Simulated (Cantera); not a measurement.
A closed system holds: 1 mol Si(CH₃)₄, 0.072 mol HCl, 2000 mol H₂, 0.095 mol C₂H₂, at 0.133 bar.

Cantera equilibrium calculation (NASA polynomials, part measured and part estimated; ideal gas, pure solids and liquids). Candidate condensed phases: C, C₆H₆, C₇H₈, C₈H₁₈, Si, SiC; 109 gas species. Gases not in the tables: Si₂H₆ and higher silanes. Equilibrium is a limit: real reactors are often held back by kinetics, nucleation or transport. All values below are at 2073 K.

Base state: H₂ 0.992, H 0.00717, C₂H₂ (acetylene) 0.000815, Si 6.49e-5, CH₄ 3.78e-5, HCl 3.56e-5, SiH₂ 1.37e-5, SiH 1.36e-5 (mole fractions); condensed: SiC(s).

Question: What changes in the equilibrium state with this change: pressure from 0.133 bar to 5.30 mbar?

Answer: 
| species | before | after |
|---|---|---|
| H₂ | 0.992 | 0.963 |
| H | 0.00717 | 0.0355 |
| C₂H₂ (acetylene) | 0.000815 | 0.000998 |
| Si | 6.49e-5 | 0.000437 |
| CH₄ | 3.78e-5 | 1.59e-6 |
| SiC₂ | 2.50e-6 | 2.12e-5 |
| SiH₂ | 1.37e-5 | 3.54e-6 |
| SiH | 1.36e-5 | 1.79e-5 |
| SiC(s), mol | 0.799 | 0 |
